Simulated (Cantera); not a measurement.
A closed system holds: 1 mol Al2O3, 0.11 mol I2, 0.15 mol O2, at 1373 K and 1 atm.

Cantera equilibrium calculation (NASA polynomials, part measured and part estimated; ideal gas, pure solids and liquids). Candidate condensed phases: Al, AlI3, Al2O3, I2; 14 gas species. Rates play no part.

Base state: O2 0.488, I 0.310, I2 0.203 (mole fractions); condensed: Al2O3(s).

### Question
What changes in the equilibrium state with this change: 1.8 mol NH3 added?

### Answer
| species | before | after |
|---|---|---|
| H2 | 0 | 0.619 |
| N2 | 0 | 0.241 |
| H2O | 0 | 0.0805 |
| O2 | 0.488 | <1e-9 |
| I | 0.310 | 0.00989 |
| HI | 0 | 0.0487 |
| I2 | 0.203 | 0.000207 |
| NH3 | 0 | 2.28e-5 |
| Al2O3(s), mol | 1.00 | 1.00 |
Gases not in the tables: Al(OH)3. Further candidate phases: AlN, H2O.
